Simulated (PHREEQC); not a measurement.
Sulfide liquor

Make-up at 38 °C: 0.00019 mol/kgw H2S, 0.042 mol/kgw HCl and 7.1e-05 mol/kgw FeCl2. Closed to the air; pH follows from the charge balance.

Model: ion-association model, phreeqc.dat, run in PHREEQC.

```
Quantity                       Value
--------------------  --------------
pH                              1.44
ionic strength        0.0422 mol/kgw
specific conductance     20600 µS/cm
total alkalinity        -42.0 meq/kg
```

```
species  molality  activity   log γ
-------  --------  --------  ------
Cl-        0.0421    0.0346  -0.085
H+         0.0420    0.0360  -0.067
H2S      0.000190  0.000192   0.004
Fe+2      6.90e-5   3.42e-5  -0.305
FeCl+     1.98e-6   1.64e-6  -0.082
HS-       1.05e-9  8.59e-10  -0.087
```

Precipitation was switched off in this run. Away from 25 °C the constants follow the database's enthalpies or fits; those with neither stay at their 25 °C values.
